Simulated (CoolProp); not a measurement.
Vapour-liquid equilibrium of R227EA (1) + isobutene (2) at 276.3 K; x and y are mole fractions of (1).

Values from CoolProp's multi-fluid Helmholtz-energy mixture model, Lemmon 2016 and Lemmon 2005; pair parameters Bell 2016.

```json
[
 {"x": "0.05", "bubble pressure, mixture model (kPa)": "174.0", "bubble pressure, Raoult's law (kPa)": "151.9", "y, mixture model": "0.180", "y, Raoult's law": "0.072"},
 {"x": "0.15", "bubble pressure, mixture model (kPa)": "206.9", "bubble pressure, Raoult's law (kPa)": "159.0", "y, mixture model": "0.358", "y, Raoult's law": "0.207"},
 {"x": "0.25", "bubble pressure, mixture model (kPa)": "225.0", "bubble pressure, Raoult's law (kPa)": "166.1", "y, mixture model": "0.448", "y, Raoult's law": "0.330"},
 {"x": "0.35", "bubble pressure, mixture model (kPa)": "235.5", "bubble pressure, Raoult's law (kPa)": "173.2", "y, mixture model": "0.506", "y, Raoult's law": "0.443"},
 {"x": "0.45", "bubble pressure, mixture model (kPa)": "241.7", "bubble pressure, Raoult's law (kPa)": "180.3", "y, mixture model": "0.552", "y, Raoult's law": "0.548"},
 {"x": "0.55", "bubble pressure, mixture model (kPa)": "245.4", "bubble pressure, Raoult's law (kPa)": "187.4", "y, mixture model": "0.598", "y, Raoult's law": "0.644"},
 {"x": "0.65", "bubble pressure, mixture model (kPa)": "246.7", "bubble pressure, Raoult's law (kPa)": "194.5", "y, mixture model": "0.649", "y, Raoult's law": "0.733"},
 {"x": "0.75", "bubble pressure, mixture model (kPa)": "245.0", "bubble pressure, Raoult's law (kPa)": "201.6", "y, mixture model": "0.713", "y, Raoult's law": "0.816"},
 {"x": "0.85", "bubble pressure, mixture model (kPa)": "239.1", "bubble pressure, Raoult's law (kPa)": "208.8", "y, mixture model": "0.799", "y, Raoult's law": "0.893"},
 {"x": "0.95", "bubble pressure, mixture model (kPa)": "227.7", "bubble pressure, Raoult's law (kPa)": "215.9", "y, mixture model": "0.920", "y, Raoult's law": "0.966"}
]
```

The largest gap from Raoult's law is +36.0 % in bubble pressure, at x = 0.35. y crosses x between x = 0.55 and 0.65: the model has an azeotrope there.

The pair parameters rest on a limited set of measurements; away from them the model extrapolates.
